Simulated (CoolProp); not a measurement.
Vapour-liquid equilibrium of dimethyl ether (1) + R236FA (2) at 0.062 MPa; x and y are mole fractions of (1).

Model: multi-fluid Helmholtz-energy mixture model, Wu 2011 and Pan 2012; pair parameters Bell 2016, in CoolProp.

```csv
x,bubble temperature (K),y at the bubble point,dew temperature at overall composition x (K),liquid density (mol/L)
0.05,260.2,0.062,260.3,9.960
0.2,258.9,0.272,259.4,10.68
0.35,256.4,0.505,258.2,11.49
0.5,252.5,0.720,256.4,12.42
0.65,247.6,0.873,254.0,13.45
0.8,242.7,0.958,250.3,14.60
0.95,238.7,0.994,243.3,15.84
```

No azeotrope shows between x = 0.05 and 0.95.

Pair parameters are fitted to limited data, so mixtures are less certain than the pure fluids.
